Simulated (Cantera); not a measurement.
A perfectly stirred reactor is fed with NH₃ : H₂ = 0.22 : 2 (molar parts), at 1200 Pa; it is held at 1900 K, and followed from long to short residence time.

Cantera simulation using the gas-phase N/H chemistry of the illustrative SiF4/NH3 mechanism in the Surface Chemkin manual (1991); the numbers are that mechanism's predictions, not measurements. Walls and surfaces, which speed up NH3 decomposition in real reactors, are not modelled.

Problem. Predict: x(NH₃) at τ = 4.80 s; x(H₂) at τ = 4.80 s; x(N₂) at τ = 4.80 s; x(NH₂) at τ = 4.80 s; x(NH) at τ = 4.80 s; x(NH₃) at τ = 48.0 ms; x(H₂) at τ = 48.0 ms; x(N₂) at τ = 48.0 ms; x(NH₂) at τ = 48.0 ms; x(NH) at τ = 48.0 ms.

Solution. 
| Item | Result |
|---|---|
| x(NH₃) at τ = 4.80 s | 0.0570 |
| x(H₂) at τ = 4.80 s | 0.923 |
| x(N₂) at τ = 4.80 s | 0.0190 |
| x(NH₂) at τ = 4.80 s | 0.000142 |
| x(NH) at τ = 4.80 s | 4.95e-6 |
| x(NH₃) at τ = 48.0 ms | 0.0989 |
| x(H₂) at τ = 48.0 ms | 0.901 |
| x(N₂) at τ = 48.0 ms | 3.60e-5 |
| x(NH₂) at τ = 48.0 ms | 9.05e-5 |
| x(NH) at τ = 48.0 ms | 1.16e-6 |
